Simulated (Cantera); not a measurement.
Equilibrium for silicon oxide and oxynitride deposition: SiF4 + N2O + NO

Charge: 1 mol SiF4, 33 mol N2O, 0.66 mol NO, equilibrated at 1898.15 K and 218 Torr.

These are equilibrium values from Cantera (NASA tables, ideal gas, pure condensed phases), not measurements of a reactor. Candidate condensed phases: Si, SiO2, Si2N2O, Si3N4; 28 gas species. The tables hold silica as quartz up to 1696 K and as liquid above; real silica turns to tridymite and cristobalite and melts near 1996 K. Equilibrium is a limit: real reactors are often held back by kinetics, nucleation or transport.

```
Item                                     Value
--------------------------------  ------------
x(N2)                                    0.648
x(O2)                                    0.326
x(SiF4)                                 0.0195
x(NO)                                  0.00644
x(O)                                  0.000311
x(F)                                   3.17e-5
x(SiF3)                                9.24e-6
x(NO2)                                 8.97e-6
n(SiO2(condensed))                0.000279 mol
gas amount                           51.17 mol
log10 activity of Si(l) (absent)        -14.67
```
